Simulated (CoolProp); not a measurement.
Octamethyltrisiloxane (MDM) at several states: Z from the reference equation and from simpler models built on Tc = 292.2 °C, pc = 1438 kPa, ω = 0.528; each cubic takes its own stable root.

Computed with CoolProp (reference Helmholtz-energy equation of state, Thol 2017).

```tsv
T (°C)	p (kPa)	phase	reference	van der Waals	Redlich-Kwong	Soave-Redlich-Kwong	Peng-Robinson
82.45	492	liquid	0.05200	0.08949	0.06114	0.05719	?
122.65	223	liquid	?	?	0.02673	?	0.02183
231.05	4520	liquid	0.4246	?	0.4790	0.4589	0.4083
-20.55	12.4	liquid	?	?	0.001923	0.001848	?
```

Fill in the missing entries.


- 82.45, Peng-Robinson: 0.05074
- 122.65, reference: 0.02252
- 122.65, van der Waals: 0.8809
- 122.65, Soave-Redlich-Kwong: 0.02466
- 231.05, van der Waals: 0.6358
- -20.55, reference: 0.001623
- -20.55, van der Waals: 0.9839
- -20.55, Peng-Robinson: 0.001648

At some of these states van der Waals gives the other phase, because its saturation line lies elsewhere.
